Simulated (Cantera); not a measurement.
Low-pressure radical oxidation in H2/O2

An isothermal, constant-pressure homogeneous reactor starts with 5.21 % H₂, 94.8 % O₂, equivalence ratio 0.028, at 1473 K and 0.0132 atm.

Model: GRI-Mech 3.0 (53 species, 325 reactions), integrated in Cantera. Radical loss at walls, strong at low pressure, is not modelled. The temperature is held fixed by assumption; the heat of reaction is taken as removed at once.

| t (s) | x H₂ | x O₂ | x H₂O₂ | x H₂O | x OH |
|---|---|---|---|---|---|
| 3.00e-5 | 0.0521 | 0.948 | 4.06e-11 | 1.24e-8 | 4.77e-8 |
| 6.68e-5 | 0.0521 | 0.948 | 1.97e-10 | 1.03e-7 | 1.77e-7 |
| 0.000149 | 0.0521 | 0.948 | 9.27e-10 | 9.86e-7 | 8.94e-7 |
| 0.000332 | 0.0521 | 0.948 | 4.10e-9 | 2.22e-5 | 1.46e-5 |
| 0.000739 | 0.0422 | 0.940 | 1.98e-8 | 0.00697 | 0.00404 |
| 0.00165 | 0.000968 | 0.903 | 4.16e-8 | 0.0447 | 0.00732 |
| 0.00367 | 0.000892 | 0.904 | 4.04e-8 | 0.0450 | 0.00712 |
| 0.00818 | 0.000857 | 0.905 | 4.00e-8 | 0.0454 | 0.00699 |
| 0.0182 | 0.000785 | 0.909 | 3.91e-8 | 0.0460 | 0.00670 |
| 0.0406 | 0.000649 | 0.916 | 3.71e-8 | 0.0473 | 0.00611 |
| 0.0904 | 0.000439 | 0.926 | 3.26e-8 | 0.0491 | 0.00506 |
| 0.201 | 0.000216 | 0.936 | 2.45e-8 | 0.0509 | 0.00357 |
| 0.449 | 7.49e-5 | 0.943 | 1.49e-8 | 0.0522 | 0.00211 |
| 1.00 | 2.08e-5 | 0.945 | 7.48e-9 | 0.0529 | 0.00111 |
x: mole fraction; the columns are a selection and need not sum to one.

Equilibrium at this temperature and pressure: H₂ 6.27e-7, O₂ 0.946, H₂O₂ 1.06e-9, H₂O 0.0534, OH 0.000194 (gas phase only).
